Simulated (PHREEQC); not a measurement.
A solution holds 0.99 mmol/kgw MgCl2 and 0.2 mmol/kgw SrCl2, at 25 °C. Closed to the air; pH follows from the charge balance.

Model: ion-association model, phreeqc.dat, run in PHREEQC.

```
Property                        Value
--------------------  ---------------
ionic strength        0.00357 mol/kgw
specific conductance        291 µS/cm
```

```json
[
 {"species": "Cl-", "molality": "0.00238", "activity": "0.00223", "log γ": "-0.028"},
 {"species": "Mg+2", "molality": "0.000990", "activity": "0.000770", "log γ": "-0.109"},
 {"species": "Sr+2", "molality": "0.000200", "activity": "0.000155", "log γ": "-0.110"},
 {"species": "H+", "molality": "1.21e-7", "activity": "1.14e-7", "log γ": "-0.026"},
 {"species": "OH-", "molality": "9.48e-8", "activity": "8.88e-8", "log γ": "-0.029"},
 {"species": "MgOH+", "molality": "2.61e-8", "activity": "2.45e-8", "log γ": "-0.027"}
]
```

No solid was allowed to form.
